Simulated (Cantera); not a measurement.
An isothermal, constant-pressure homogeneous reactor starts with H2 : O2 : N2 = 0.38 : 1 : 3.2 (molar parts), at 950 K and 1330 Pa. Integrator tolerance rtol = 1e-08.

Cantera simulation using GRI-Mech 3.0 (53 species, 325 reactions); the numbers are that mechanism's predictions, not measurements. Radical loss at walls, strong at low pressure, is not modelled. The temperature is held fixed by assumption; the heat of reaction is taken as removed at once.

Problem. What does this change do: O2 1 to 0.11 parts?

Solution. 
```csv
quantity,before,after
x(H2) at 2.00 s,6.86e-7 (gas-phase equilibrium 3.20e-11),0.0422 (gas-phase equilibrium 0.0447)
x(O2) at 2.00 s,0.185 (gas-phase equilibrium 0.185),1.25e-6 (gas-phase equilibrium <1e-12)
x(H2O) at 2.00 s,0.0866 (gas-phase equilibrium 0.0866),0.0613 (gas-phase equilibrium 0.0615)
x(OH) at 2.00 s,1.28e-5 (gas-phase equilibrium 1.09e-7),1.03e-5 (gas-phase equilibrium 2.08e-12)
x(NO) at 2.00 s,6.63e-7 (gas-phase equilibrium 1.59e-5),4.33e-7 (gas-phase equilibrium <1e-12)
x(H2O2) at 2.00 s,1.44e-8 (gas-phase equilibrium 6.17e-12),2.30e-11 (gas-phase equilibrium <1e-12)
x(N2O) at 2.00 s,3.75e-9 (gas-phase equilibrium 1.53e-10),2.31e-12 (gas-phase equilibrium <1e-12)
```
